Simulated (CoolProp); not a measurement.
CF4 (R14) along the isobar 1.25 MPa: density (kg/m³) from the reference equation and from simpler models built on Tc = 227.4 K, pc = 3.762 MPa, ω = 0.178; each cubic takes its own stable root.

Computed with CoolProp (reference Helmholtz-energy equation of state, Platzer 1990). This equation is an older, rougher fit; its heat capacities, sound speeds and derivatives of the liquid may be far off and weren't checked against measurements.

```json
[
 {"T (K)": "177.6", "phase": "liquid", "reference": "1418", "van der Waals": "95.75", "Redlich-Kwong": "1319", "Peng-Robinson": "1544"},
 {"T (K)": "206.2", "phase": "gas", "reference": "77.91", "van der Waals": "74.81", "Redlich-Kwong": "77.39", "Peng-Robinson": "79.23"},
 {"T (K)": "234.9", "phase": "gas", "reference": "63.22", "van der Waals": "62.52", "Redlich-Kwong": "63.31", "Peng-Robinson": "64.07"},
 {"T (K)": "263.5", "phase": "gas", "reference": "54.14", "van der Waals": "54.13", "Redlich-Kwong": "54.34", "Peng-Robinson": "54.66"},
 {"T (K)": "292.1", "phase": "gas", "reference": "47.67", "van der Waals": "47.90", "Redlich-Kwong": "47.89", "Peng-Robinson": "48.01"},
 {"T (K)": "320.8", "phase": "gas", "reference": "42.72", "van der Waals": "43.04", "Redlich-Kwong": "42.94", "Peng-Robinson": "42.95"},
 {"T (K)": "349.4", "phase": "gas", "reference": "38.79", "van der Waals": "39.14", "Redlich-Kwong": "39.01", "Peng-Robinson": "38.97"},
 {"T (K)": "378", "phase": "gas", "reference": "35.57", "van der Waals": "35.93", "Redlich-Kwong": "35.79", "Peng-Robinson": "35.71"},
 {"T (K)": "406.7", "phase": "gas", "reference": "32.86", "van der Waals": "33.21", "Redlich-Kwong": "33.08", "Peng-Robinson": "32.99"},
 {"T (K)": "435.3", "phase": "gas", "reference": "30.57", "van der Waals": "30.90", "Redlich-Kwong": "30.78", "Peng-Robinson": "30.68"},
 {"T (K)": "463.9", "phase": "gas", "reference": "28.58", "van der Waals": "28.90", "Redlich-Kwong": "28.79", "Peng-Robinson": "28.69"}
]
```

At some of these states van der Waals gives the other phase, because its saturation line lies elsewhere.
